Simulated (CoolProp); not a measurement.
Vapour-liquid equilibrium of R22 (1) + dimethyl ether (2) at 11.2 bar; x and y are mole fractions of (1).

Values from CoolProp's multi-fluid Helmholtz-energy mixture model, Kamei 1995 and Wu 2011; pair parameters Bell 2016.

```tsv
x	bubble temperature, mixture model (°C)	bubble temperature, Raoult's law (°C)	y, mixture model	y, Raoult's law
0.05	49.5	47.7	0.044	0.082
0.125	49.9	45.7	0.116	0.196
0.2	50.1	43.8	0.197	0.300
0.275	50.1	41.9	0.285	0.395
0.35	49.6	40.2	0.380	0.481
0.425	48.7	38.5	0.480	0.561
0.5	47.3	36.9	0.581	0.634
0.575	45.3	35.3	0.678	0.701
0.65	42.7	33.9	0.768	0.764
0.725	39.6	32.4	0.845	0.821
0.8	36.3	31.1	0.908	0.875
0.875	32.8	29.7	0.954	0.925
0.95	29.6	28.5	0.986	0.971
```

The largest gap from Raoult's law is +10.4 K in bubble temperature, at x = 0.5. y crosses x between x = 0.2 and 0.275: the model has an azeotrope there.

Pair parameters are fitted to limited data, so mixtures are less certain than the pure fluids.
